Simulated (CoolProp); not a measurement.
Aqueous ammonia as a coolant, 10 % by mass, freezing at -13.6 °C, 1 atm.

Values from CoolProp's Melinder's fits for secondary coolants.

```csv
T (°C),Prandtl number,conductivity (W/(m K)),viscosity (mPa s),density (kg/m³)
-10.3,26.0,(withheld),2.92,963.8
-5.1,20.6,0.488,2.38,963.3
0,16.9,(withheld),1.99,962.5
5.2,(withheld),0.506,1.69,961.5
10.4,12.0,0.514,1.46,960.3
15.5,10.3,0.522,1.28,958.9
20.7,8.83,(withheld),(withheld),957.3
```

Question: Complete the blanks.

Answer: 
- -10.3, conductivity (W/(m K)): 0.477
- 0, conductivity (W/(m K)): 0.497
- 5.2, Prandtl number: 14.1
- 20.7, conductivity (W/(m K)): 0.531
- 20.7, viscosity (mPa s): 1.12
